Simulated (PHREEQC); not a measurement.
Na2CO3 is added in steps, without added water, to 1 kg of water holding 0.031 mol/kgw HNO3, 0.0027 mol/kgw CuSO4 and 0.001 mol/kgw CuCl2, at 20 °C. Oxygen alone is held at its pressure in air (log pO2 = -0.68). The system is closed to CO2. The run lets Cu(OH)2, Malachite, Brochantite, Antlerite, Atacamite, Cu2(OH)3NO3, Halite, Mirabilite, Chalcanthite, Nahcolite, Natron precipitate or redissolve, and no other solid.

Base run: PHREEQC, ion-association model, wateq4f.dat. Each further column changes one thing. The table gives Cu+2 (mol/kgw).

```csv
Na2CO3 added (mol),base,CuSO4 left out,CuCl2 replaced by Cu(NO3)2 at the same molality,diluted 5-fold with water,no solid may form
0,0.00351,0.000998,0.00351,0.000714,0.00351
0.004833,0.00347,0.000998,0.00348,7.38e-6,0.00347
0.009667,0.00343,0.000997,0.00343,3.53e-11,0.00343
0.0145,0.00336,0.000996,0.00336,9.72e-12,0.00336
0.01692,0.00217,0.000285,0.00217,7.08e-12,0.00236
0.02175,2.68e-5,3.99e-6,2.68e-5,3.87e-12,0.000814
0.02658,2.00e-6,4.86e-7,2.00e-6,2.62e-12,0.000305
0.03142,2.93e-7,2.29e-8,2.93e-7,1.97e-12,8.86e-5
0.03625,7.58e-9,2.06e-10,7.58e-9,1.58e-12,6.69e-6
0.04108,1.91e-10,6.83e-11,1.91e-10,1.32e-12,2.66e-7
0.0435,1.08e-10,4.98e-11,1.08e-10,1.22e-12,1.09e-7
0.04833,5.43e-11,3.20e-11,5.43e-11,1.07e-12,3.73e-8
0.05317,3.56e-11,2.35e-11,3.56e-11,9.47e-13,1.95e-8
0.058,2.64e-11,1.87e-11,2.64e-11,8.54e-13,1.24e-8
```

The database's constant for dissolved Cu(OH)2 is higher than later reviews accept. In at least one series the solution becomes supersaturated in solids that the run did not let form, among them Cu(OH)2, Malachite, Brochantite, Antlerite, Atacamite. Solids allowed in the column 'CuSO4 left out': Cu(OH)2, Malachite, Atacamite, Cu2(OH)3NO3, Halite, Nahcolite, Natron. Solids allowed in the column 'CuCl2 replaced by Cu(NO3)2 at the same molality': Cu(OH)2, Malachite, Brochantite, Antlerite, Cu2(OH)3NO3, Mirabilite, Chalcanthite, Nahcolite, Natron.
